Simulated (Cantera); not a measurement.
Adiabatic ignition

An adiabatic, constant-pressure homogeneous reactor starts with CH4 : O2 : N2 = 1 : 2.27 : 8.55 (molar parts), equivalence ratio 0.88, at 1250 K and 780000 Pa.

Model: GRI-Mech 3.0 (53 species, 325 reactions), integrated in Cantera.

```csv
t (s),T (K),x CH4,x O2,x HCO,x CH2,x NO,x CH2CO,x O
3.00e-6,1250,0.0846,0.192,<1e-12,<1e-12,<1e-12,<1e-12,2.06e-11
1.04e-5,1250,0.0846,0.192,<1e-12,<1e-12,<1e-12,<1e-12,6.28e-11
3.60e-5,1250,0.0846,0.192,<1e-12,<1e-12,<1e-12,<1e-12,2.60e-10
0.000125,1250,0.0846,0.192,3.61e-12,<1e-12,<1e-12,<1e-12,1.63e-9
0.000433,1250,0.0845,0.192,8.14e-11,2.18e-12,<1e-12,2.77e-10,4.82e-9
0.00150,1254,0.0838,0.192,1.09e-9,1.25e-11,<1e-12,4.15e-8,1.44e-8
0.00520,2699,<1e-12,0.0244,1.89e-8,<1e-12,0.00964,<1e-12,0.00202
0.0180,2698,<1e-12,0.0242,1.89e-8,<1e-12,0.0102,<1e-12,0.00200
0.0624,2698,<1e-12,0.0242,1.89e-8,<1e-12,0.0102,<1e-12,0.00200
0.216,2698,<1e-12,0.0242,1.89e-8,<1e-12,0.0102,<1e-12,0.00200
0.749,2698,<1e-12,0.0242,1.89e-8,<1e-12,0.0102,<1e-12,0.00200
2.60,2698,<1e-12,0.0242,1.89e-8,<1e-12,0.0102,<1e-12,0.00200
9.00,2698,<1e-12,0.0242,1.89e-8,<1e-12,0.0102,<1e-12,0.00200
```
x: mole fraction; the columns are a selection and need not sum to one.

| Item | Result |
|---|---|
| time of steepest temperature rise | 3.19 ms |
| temperature at 9.00 s | 2698 K |
| equilibrium temperature | 2698 K |
| x(CH4) at 9.00 s | <1e-12 (gas-phase equilibrium <1e-12) |
| x(O2) at 9.00 s | 0.0242 (gas-phase equilibrium 0.0242) |
| x(HCO) at 9.00 s | 1.89e-8 (gas-phase equilibrium 1.89e-8) |
